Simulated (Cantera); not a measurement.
Charge: 1 mol n-butane, 0.6 mol O2, held at 375 °C and 0.350 bar.

Equilibrium computed with Cantera from the NASA thermochemical tables; the gas is ideal and each condensed phase is pure. Equilibrium is a limit: real reactors are often held back by kinetics, nucleation or transport.

```
species            before    after
----------------  -------  -------
H2O                 0.287    0.383
CH4                 0.463    0.356
H2                  0.221    0.193
CO2                0.0280   0.0651
CO                0.00136  0.00207
C(graphite), mol     2.28     1.01
```
Gas species are given as mole fractions.

Question: What was changed between the two runs?
A. O2 from 0.6 to 0.016 mol
B. temperature from 375 °C to 1077 °C
C. pressure from 0.350 bar to 1.10 mbar
D. n-butane replaced by C2H6

Answer: D, n-butane replaced by C2H6
